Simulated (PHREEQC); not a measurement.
Make-up at 25 °C: 10 mmol/kgw FeSO4 and 110 mmol/kgw CaCl2. Closed to the air; pH follows from the charge balance.

Equilibrium calculation in PHREEQC: ion-association model, phreeqc.dat.

This is a speciation only: nothing precipitates in the calculation.

Order these Fe species by the share of Fe that they hold, largest first: FeSO4, FeCl+, Fe+2.

Fe+2 (89 %), FeCl+ (6.9 %), FeSO4 (4.3 %)

The pH is 6.06 and the ionic strength 0.346 mol/kgw. Saturation is exceeded, for instance for Gypsum; the values hold only as long as no solid forms.
